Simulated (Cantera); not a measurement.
Input (Python, Cantera) and output of one run.

```python
import numpy as np
import cantera as ct

gas_names = """
    H HO2 H2 H2O H2O2 Hg O OH O2 O3
""".split()
cond_names = """
    H2O(s) H2O(L) Hg(cr) Hg(L) HgO(s)
""".split()


# ... load() reads the species with a 1 bar reference pressure and builds the phases ...
atoms = {
    'HgO': {'Hg': 1, 'O': 1},
    'O2': {'O': 2},
    'H2': {'H': 2},
}
top_T = {}  # K; cautious upper limits of use, not melting points


# ... equilibrate(T, P, feed) seeds the gas with the atoms and calls Mixture.equilibrate('TP', solver="vcs", rtol=1e-11, max_steps=5000) ...
results = []
feed = {'HgO': 1, 'O2': 0.25, 'H2': 42}  # mol
T = 1275  # K
P = 1333.22  # Pa
mix = equilibrate(T, P, feed)
results.append((T, P, feed, dict(zip(mix.species_names, mix.species_moles))))
x = sorted(zip(gas.X, gas.species_names), reverse=True)
print(f"T = {T:g} K  P = {P:g} Pa  gas = {mix.phase_moles(0):.4g} mol")
print("   x: " + "  ".join(f"{s} {v:.3e}" for v, s in x if v > 1e-05))
print("   condensed (mol): " + ("  ".join(f"{mix.phase(i).name} {mix.phase_moles(i):.4g}"
      for i in range(1, mix.n_phases) if mix.phase_moles(i) > 1e-12) or "none"))
```

It prints:

```
T = 1275 K  P = 1333.22 Pa  gas = 43 mol
   x: H2 9.419e-01  H2O 3.488e-02  Hg 2.326e-02
   condensed (mol): none
```

Equilibrium computed with Cantera from the NASA thermochemical tables; the gas is ideal and each condensed phase is pure.
